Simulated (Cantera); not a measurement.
Feed: 1 mol SiCl4, 2.1 mol H2O, 5 mol H2, 0.33 mol N2O, at 800 K and 10.0 mbar.

Method: chemical equilibrium by Gibbs-energy minimisation in Cantera with the NASA 1993 tables (ideal gas, pure condensed phases). Candidate condensed phases: H2O, NH4Cl, Si, SiO2, Si2N2O, Si3N4; 47 gas species. Rates play no part.

**Question.** What is the equilibrium state?

**Answer.** 
| Property | Value |
|---|---|
| x(H2) | 0.495 |
| x(HCl) | 0.424 |
| x(H2O) | 0.0456 |
| x(N2) | 0.0350 |
| x(NH3) | 1.95e-6 |
| n(SiO2(α-quartz)) | 1.00 mol |
| gas amount | 9.430 mol |
| log10 activity of Si(s) (absent) | -21.33 |
